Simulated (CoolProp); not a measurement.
Carbon dioxide at 995 K and 7.28 MPa is throttled through a valve to 2.1 MPa with no heat exchange. Each further row changes one setting.

The numbers come from the reference Helmholtz-energy equation of state, Span 1996 in CoolProp.

```
case                      temperature change (K)  final density (kg/m³)
------------------------  ----------------------  ---------------------
as stated                                      …                      …
outlet pressure 0.63 MPa                       …                   3.36
outlet pressure 2.73 MPa                       …                      …
```

Problem. What belongs in the gaps?

Solution. 
- as stated, temperature change (K): -2.0
- as stated, final density (kg/m³): 11.1
- outlet pressure 0.63 MPa, temperature change (K): -2.7
- outlet pressure 2.73 MPa, temperature change (K): -1.8
- outlet pressure 2.73 MPa, final density (kg/m³): 14.5
